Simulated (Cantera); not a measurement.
Input: 1 mol MgO, 0.016 mol Br2, a varied amount of O2, 0.06 mol H2O, held at 1350 K and 32.0 mbar.

These are equilibrium values from Cantera (NASA tables, ideal gas, pure condensed phases), not measurements of a reactor. Candidate condensed phases: Br2, H2O, Mg, MgBr2, MgO, Mg(OH)2; 20 gas species. The numbers say what is thermodynamically allowed, not how fast it happens.

log p: log10 of the partial pressure in bar; n: condensed amount in mol.

```tsv
n(O2) (mol)	log p O2	log p H2O	log p Br	log p HBr	log p Br2	n MgO(s)
0.013	-2.31	-1.74	-2.32	-2.60	-2.81	1.000
0.049	-1.92	-1.87	-2.39	-2.85	-2.97	1.000
0.085	[?]	[?]	-2.47	[?]	[?]	1.000
0.12	[?]	[?]	-2.52	[?]	[?]	1.000
0.16	-1.68	-2.13	-2.58	-3.22	-3.34	1.000
0.19	-1.66	-2.18	-2.62	-3.29	-3.42	1.000
0.23	-1.63	-2.23	-2.66	-3.37	-3.51	1.000
0.27	-1.62	-2.29	-2.70	-3.44	-3.59	1.000
0.3	-1.61	-2.32	-2.73	-3.49	-3.65	1.000
0.34	-1.59	-2.36	-2.76	-3.55	-3.71	1.000
0.37	-1.59	-2.39	-2.79	-3.59	-3.76	1.000
```

Q: Some entries are withheld; supply them.

A: 
- 0.12, log p O2: -1.73
- 0.12, log p H2O: -2.05
- 0.12, log p HBr: -3.11
- 0.12, log p Br2: -3.23
- 0.085, log p O2: -1.79
- 0.085, log p H2O: -1.97
- 0.085, log p HBr: -3.00
- 0.085, log p Br2: -3.11
